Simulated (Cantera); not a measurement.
A closed system holds: 1 mol CH3F, 1.3 mol HCl, 0.14 mol H2, held at 5800 Pa.

Equilibrium computed with Cantera from the NASA thermochemical tables; the gas is ideal and each condensed phase is pure. Candidate condensed phases: C, C6H6, C7H8, C8H18; 118 gas species. Rates play no part. All values below are at 2550 K.

Base state: HCl 0.304, H2 0.297, HF 0.273, H 0.0706, Cl 0.0508, C2H2 (acetylene) 0.00395, F 0.000154, C2H 7.48e-5 (mole fractions); condensed: C(graphite).

Question: What changes in the equilibrium state with this change: pressure from 5800 Pa to 1330 Pa?

Answer: 
```csv
species,before,after
H2,0.297,0.265
HF,0.273,0.257
HCl,0.304,0.244
H,0.0706,0.139
Cl,0.0508,0.0901
C3,1.84e-5,7.99e-5
C,5.63e-6,2.45e-5
F,0.000154,0.000320
CF,5.84e-6,1.21e-5
"C(graphite), mol",0.969,0.970
```
